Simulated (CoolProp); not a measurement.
The numbers come from the reference Helmholtz-energy equation of state, Setzmann 1991 in CoolProp.

**Question.** Give the vapour pressure (bar), liquid cp (kJ/(kg K)), liquid conductivity (mW/(m K)) of saturated methane at 147.3 K.

**Answer.** 
```csv
T (K),p (bar),liquid cp (kJ/(kg K)),liquid conductivity (mW/(m K))
147.3,9.18,3.97,133
```

Thermal conductivity comes from a separate model (Friend 1989).
